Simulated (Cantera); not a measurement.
C₂H₆ + CO₂ + H₂ + O₂ (carbon deposition, reforming and gasification)

Input: 1 mol C₂H₆, 0.093 mol CO₂, 46 mol H₂, 0.019 mol O₂, held at 0.133 bar.

Cantera equilibrium calculation (NASA polynomials, part measured and part estimated; ideal gas, pure solids and liquids). Candidate condensed phases: C, C₆H₆, C₇H₈, C₈H₁₈, H₂O; 110 gas species. Rates play no part.

| T (K) | log p H₂ | log p H | log p C₂H₂ (acetylene) | log p CO | log p C₂H | n C(graphite) |
|---|---|---|---|---|---|---|
| 2348 | -0.89 | -2.36 | -3.16 | -3.22 | -5.91 | 1.34 |
| 2423 | -0.90 | -2.20 | -3.01 | -3.23 | -5.53 | 1.12 |
| 2498 | -0.91 | -2.06 | -2.88 | -3.23 | -5.17 | 0.847 |
| 2573 | -0.92 | -1.93 | -2.76 | -3.24 | -4.84 | 0.493 |
| 2648 | -0.94 | -1.80 | -2.65 | -3.24 | -4.53 | 0.0521 |
| 2723 | -0.96 | -1.69 | -2.65 | -3.25 | -4.34 | 0 |
| 2798 | -0.98 | -1.58 | -2.67 | -3.26 | -4.17 | 0 |
| 2873 | -1.01 | -1.48 | -2.69 | -3.27 | -4.01 | 0 |
log p: log10 of the partial pressure in bar; n: condensed amount in mol.

From 2348 K to 2648 K the condensed part is C(graphite). From 2723 K to 2873 K nothing is condensed. The main C-bearing gas is C₂H₂ (acetylene) throughout.
